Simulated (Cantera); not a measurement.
Charge: 1 mol Si3N4, 1.6 mol Cl2, 31 mol H2, held at 1527 °C and 75.0 Torr.

Equilibrium computed with Cantera from the NASA thermochemical tables; the gas is ideal and each condensed phase is pure. Candidate condensed phases: NH4Cl, Si, Si3N4; 28 gas species. The tables' values for SiCl3, SiCl are old estimates; treat these amounts as uncertain. Gases not in the tables: Si2H6 and higher silanes. Kinetics and transport are ignored.

What is the equilibrium state?


```
Quantity       Result
----------  ---------
x(H2)           0.863
x(HCl)         0.0632
x(N2)          0.0578
x(SiCl2)       0.0143
x(H)          0.00105
x(SiCl3)     0.000155
x(SiCl)       5.91e-5
x(Cl)         5.89e-5
x(Si)         3.18e-5
n(Si(l))     2.49 mol
gas amount  34.62 mol
```
